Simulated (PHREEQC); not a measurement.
Hard or scaling water

Consider water at 25 °C with 0.024 mol MgCl2, 6.9e-05 mol NaHCO3 and 0.0031 mol KCl per kg of water. Closed to the air; pH follows from the charge balance.

The numbers come from PHREEQC with the Pitzer model, pitzer.dat.

Each row changes one thing in this solution. Precipitation was switched off in this run.

```tsv
case	pH	CO2 (mol/kgw)	MgCO3 (mol/kgw)	MgOH+ (mol/kgw)	CO3-2 (mol/kgw)	SI of Magnesite (MgCO3)	SI of Halite (NaCl)
as made	7.63	2.53e-6	8.55e-7	7.90e-7	3.26e-7	-1.16	-7.23
temperature from 25 to 70 °C	(withheld)	8.42e-6	5.36e-7	5.51e-6	1.26e-7	-1.52	-7.29
temperature from 25 to 15 °C	7.79	2.07e-6	8.73e-7	4.67e-7	3.70e-7	-1.13	-7.20
temperature from 25 to 20 °C	(withheld)	2.28e-6	8.67e-7	6.10e-7	3.49e-7	(withheld)	-7.22
KCl from 0.0031 to 0.00341 mol/kgw	7.63	2.53e-6	8.53e-7	7.89e-7	3.26e-7	-1.16	-7.23
KCl left out	7.63	2.55e-6	8.66e-7	8.00e-7	3.21e-7	-1.16	-7.26
```

Question: Some entries are withheld; supply them.

Answer: 
- temperature from 25 to 70 °C, pH: 7.02
- temperature from 25 to 20 °C, pH: 7.71
- temperature from 25 to 20 °C, SI of Magnesite (MgCO3): -1.14

Species that the database lacks are ignored. Away from 25 °C the constants follow the database's enthalpies or fits; those with neither stay at their 25 °C values.
